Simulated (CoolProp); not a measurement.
Vapour pressure (MPa) of water: the reference equation beside estimates from Tc = 647.1 K, pc = 22.06 MPa, ω = 0.344. Clausius-Clapeyron is anchored at 348.9 K with a constant enthalpy of vaporisation of 41.77 kJ/mol.

Model: reference Helmholtz-energy equation of state, Wagner 2002, in CoolProp.

```json
[
 {"T (K)": "296.8", "reference": "0.002924", "Clausius-Clapeyron": "0.003180", "van der Waals": "0.3337", "Peng-Robinson": "0.002466"},
 {"T (K)": "305.5", "reference": "(withheld)", "Clausius-Clapeyron": "0.005149", "van der Waals": "0.4113", "Peng-Robinson": "0.004174"},
 {"T (K)": "314.1", "reference": "0.007767", "Clausius-Clapeyron": "0.008077", "van der Waals": "0.5003", "Peng-Robinson": "0.006794"},
 {"T (K)": "322.8", "reference": "0.01214", "Clausius-Clapeyron": "0.01243", "van der Waals": "0.6036", "Peng-Robinson": "0.01079"},
 {"T (K)": "331.5", "reference": "0.01847", "Clausius-Clapeyron": "0.01870", "van der Waals": "0.7214", "Peng-Robinson": "0.01666"},
 {"T (K)": "340.2", "reference": "(withheld)", "Clausius-Clapeyron": "0.02756", "van der Waals": "0.8548", "Peng-Robinson": "0.02506"},
 {"T (K)": "348.9", "reference": "0.03982", "Clausius-Clapeyron": "0.03982", "van der Waals": "1.005", "Peng-Robinson": "0.03681"},
 {"T (K)": "357.6", "reference": "0.05663", "Clausius-Clapeyron": "0.05653", "van der Waals": "(withheld)", "Peng-Robinson": "0.05292"},
 {"T (K)": "366.2", "reference": "0.07871", "Clausius-Clapeyron": "0.07863", "van der Waals": "1.356", "Peng-Robinson": "0.07426"},
 {"T (K)": "374.9", "reference": "0.1079", "Clausius-Clapeyron": "(withheld)", "van der Waals": "(withheld)", "Peng-Robinson": "0.1027"},
 {"T (K)": "383.6", "reference": "0.1456", "Clausius-Clapeyron": "0.1465", "van der Waals": "1.787", "Peng-Robinson": "0.1396"},
 {"T (K)": "392.3", "reference": "0.1934", "Clausius-Clapeyron": "0.1959", "van der Waals": "2.034", "Peng-Robinson": "0.1868"}
]
```

Question: Some entries are withheld; supply them.

Answer: 
- 305.5, reference: 0.004855
- 340.2, reference: 0.02743
- 357.6, van der Waals: 1.172
- 374.9, Clausius-Clapeyron: 0.1081
- 374.9, van der Waals: 1.561

Absolute difference from the reference over all 12 rows, mean and median: Clausius-Clapeyron 2.1 and 0.9 %, van der Waals 3930.1 and 2720.1 %, Peng-Robinson 8.7 and 8.1 %.
